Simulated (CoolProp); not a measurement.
Vapour-liquid equilibrium of ethane (1) + n-perfluorobutane (2) at -50.85 °C; x and y are mole fractions of (1).

Model: multi-fluid Helmholtz-energy mixture model, Bücker 2006 and Gao 2022; pair parameters Bell 2016, in CoolProp.

| x | bubble pressure (bar) | y at the bubble point | dew pressure at overall composition x (bar) | liquid density (mol/L) |
|---|---|---|---|---|
| 0.05 | 0.7338 | 0.890 | 0.08636 | 7.635 |
| 0.125 | 1.670 | 0.953 | 0.09377 | 7.989 |
| 0.2 | 2.461 | 0.969 | 0.1026 | 8.370 |
| 0.275 | 3.059 | 0.976 | 0.1132 | 8.784 |
| 0.35 | 3.472 | 0.979 | 0.1262 | 9.235 |
| 0.425 | 3.743 | 0.981 | 0.1426 | 9.729 |
| 0.5 | 3.920 | 0.982 | 0.1640 | 10.27 |
| 0.575 | 4.053 | 0.983 | 0.1928 | 10.88 |
| 0.65 | 4.178 | 0.985 | 0.2339 | 11.56 |
| 0.725 | 4.325 | 0.986 | 0.2972 | 12.34 |
| 0.8 | 4.517 | 0.988 | 0.4077 | 13.22 |
| 0.875 | 4.768 | 0.991 | 0.6487 | 14.25 |
| 0.95 | 5.092 | 0.996 | 1.584 | 15.46 |

No azeotrope shows between x = 0.05 and 0.95.

Pair parameters are fitted to limited data, so mixtures are less certain than the pure fluids. With so large a gap from Raoult's law the liquid may split in two, which this calculation doesn't test in full.
